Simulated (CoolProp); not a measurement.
Properties of sulfur dioxide at several states (Tc = 430.6 K, pc = 7887 kPa, ω = 0.256).

The numbers come from the reference Helmholtz-energy equation of state, Gao 2016 in CoolProp.

| T (K) | p (kPa) | phase | density (kg/m³) | speed of sound (m/s) | expansivity (1/kK) | fugacity coefficient |
|---|---|---|---|---|---|---|
| 426 | 45.7 | gas | 0.8283 | 260.5 | 2.365 | 0.9979 |
| 265.4 | 5680 | liquid | 1464 | 1043 | 1.743 | ___ |
| 257.6 | 424 | liquid | 1477 | ___ | ___ | 0.1825 |
| 466.3 | 104 | gas | 1.724 | ___ | 2.171 | 0.9965 |

**Question.** Fill in the missing entries.

**Answer.** 
- 265.4, fugacity coefficient: 0.02139
- 257.6, speed of sound (m/s): 1052
- 257.6, expansivity (1/kK): 1.756
- 466.3, speed of sound (m/s): 271.5
